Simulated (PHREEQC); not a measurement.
Solution (25 °C): 7 mmol/kgw NaF. Closed to the air; pH follows from the charge balance.

The numbers come from PHREEQC with the ion-association model, phreeqc.dat.

```
quantity         before     after
--------------  -------  --------
pH                 7.50      7.15
NaF (mol/kgw)   2.34e-5   2.65e-7
HF (mol/kgw)    3.05e-7   7.26e-8
HF2- (mol/kgw)  8.15e-9  1.95e-10
```

Task: Name the change that produced these shifts.
A. NaF from 0.007 to 0.0105 mol/kgw
B. NaF from 0.007 to 0.0007 mol/kgw
C. NaF from 0.007 to 0.0077 mol/kgw

Result: B, NaF from 0.007 to 0.0007 mol/kgw

This is a speciation only: nothing precipitates in the calculation.
